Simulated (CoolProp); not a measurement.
The numbers come from the reference Helmholtz-energy equation of state, Thol 2016 in CoolProp.

Q: For hexamethyldisiloxane (MM), give the phase and the density (kg/m³), cv (kJ/(kg K)), isothermal compressibility (1/MPa), fugacity coefficient at 409 K and 2.9 MPa.

A: 
- 409 K and 2.9 MPa: liquid; density 641, cv 1.82, isothermal compressibility 0.00629, fugacity coefficient 0.0956
